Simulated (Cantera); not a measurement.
Feed: 1 mol H2O, 1.1 mol O2, at 100 Torr.

Method: chemical equilibrium by Gibbs-energy minimisation in Cantera with the NASA 1993 tables (ideal gas, pure condensed phases). Candidate condensed phases: H2O; 9 gas species. Equilibrium is a limit: real reactors are often held back by kinetics, nucleation or transport. All values below are at 3050 °C.

Base state: O 0.359, H 0.229, O2 0.181, OH 0.123, H2O 0.0605, H2 0.0465, HO2 3.04e-5 (mole fractions); condensed: gas only.

What changes in the equilibrium state with this change: O2 from 1.1 to 0.14 mol?


```csv
species,before,after
H,0.229,0.365
O,0.359,0.225
OH,0.123,0.123
O2,0.181,0.0713
H2,0.0465,0.118
H2O,0.0605,0.0965
HO2,3.04e-5,1.91e-5
```

What changes in the equilibrium state with this change: 0.077 mol CO2 added?


| species | before | after |
|---|---|---|
| O | 0.359 | 0.357 |
| H | 0.229 | 0.223 |
| O2 | 0.181 | 0.179 |
| CO | 0 | 0.0181 |
| OH | 0.123 | 0.119 |
| H2O | 0.0605 | 0.0571 |
| H2 | 0.0465 | 0.0442 |
| CO2 | 0 | 0.00291 |
| HO2 | 3.04e-5 | 2.92e-5 |
Further candidate phases: C, C6H6, C7H8, C8H18.
